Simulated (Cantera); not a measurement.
A Cantera script and its output.

```python
import numpy as np
import cantera as ct

gas = ct.Solution("gri30.yaml")


def delay(T, t_max=10):
    gas.TPX = T, 770000, {'CH4': 1, 'C2H6': 0.091, 'O2': 1.55, 'N2': 5.81}
    reactor = ct.IdealGasReactor(gas, clone=False)
    net = ct.ReactorNet([reactor])
    net.rtol, net.atol = 1e-8, 1e-16
    while net.time < t_max:
        t_old, T_old = net.time, reactor.T
        net.step()
        if reactor.T > T + 400:  # ignition: a rise of 400 K
            return t_old + (T + 400 - T_old) / (reactor.T - T_old) * (net.time - t_old)
    return np.nan


taus = []
for T in [1223, 1298, 1373, 1448, 1523, 1598, 1673]:
    taus.append(delay(T))
    print(f"T0 = {T:6g} K   tau = {taus[-1]:.4e} s")
```

Result:

```
T0 =   1223 K   tau = 1.0094e-03 s
T0 =   1298 K   tau = 4.7778e-04 s
T0 =   1373 K   tau = 2.3603e-04 s
T0 =   1448 K   tau = 1.1939e-04 s
T0 =   1523 K   tau = 6.1723e-05 s
T0 =   1598 K   tau = 3.2909e-05 s
T0 =   1673 K   tau = 1.8319e-05 s
```

Cantera simulation using GRI-Mech 3.0 (53 species, 325 reactions); the numbers are that mechanism's predictions, not measurements.
